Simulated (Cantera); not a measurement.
# Iron carbonyl, mercury and lead vapours: HgO + O₂ + H₂

Input: 1 mol HgO, 0.19 mol O₂, 19 mol H₂, equilibrated at 0.920 bar.

Equilibrium computed with Cantera from the NASA thermochemical tables; the gas is ideal and each condensed phase is pure. Candidate condensed phases: H₂O, Hg, HgO; 10 gas species. The numbers say what is thermodynamically allowed, not how fast it happens.

```csv
T (K),x H₂,x H₂O,x Hg,x H,n Hg(l)
450,0.917,0.0718,0.0113,<1e-12,0.783
550,0.881,0.0690,0.0500,<1e-12,0
650,0.881,0.0690,0.0500,<1e-12,0
750,0.881,0.0690,0.0500,<1e-12,0
850,0.881,0.0690,0.0500,2.01e-11,0
950,0.881,0.0690,0.0500,5.44e-10,0
1050,0.881,0.0690,0.0500,7.94e-9,0
1150,0.881,0.0690,0.0500,7.30e-8,0
1250,0.881,0.0690,0.0500,4.73e-7,0
```
x: gas mole fraction; n: condensed amount in mol.

At 450 K the condensed part is Hg(l). From 550 K to 1250 K nothing is condensed. The main Hg-bearing gas is Hg throughout.
